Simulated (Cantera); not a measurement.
Low-pressure radical oxidation in H2/O2

A perfectly stirred reactor is fed with H2 : O2 : N2 = 0.041 : 1 : 2.3 (molar parts), equivalence ratio 0.021, at 2.48 Torr; it is held at 1200 K, and followed from long to short residence time.

Cantera simulation using the H2/O2 subset of GRI-Mech 3.0, which has no nitrogen chemistry; the numbers are that mechanism's predictions, not measurements. Radical loss at walls, strong at low pressure, is not modelled.

```tsv
τ (s)	x H2	x O2	x H2O	x H	x O	x H2O2
17	5.40e-5	0.294	0.0120	0.000203	0.00210	4.38e-9
4.7	0.000105	0.292	0.0116	0.000540	0.00402	4.85e-9
1.3	0.000186	0.291	0.0112	0.00107	0.00625	5.15e-9
0.38	0.000325	0.290	0.0107	0.00154	0.00756	5.79e-9
0.11	0.000691	0.290	0.0101	0.00190	0.00760	7.61e-9
0.030	0.00183	0.291	0.00869	0.00211	0.00640	1.16e-8
0.0084	0.00491	0.294	0.00578	0.00169	0.00405	1.46e-8
```
x: mole fraction; the columns are a selection and need not sum to one.
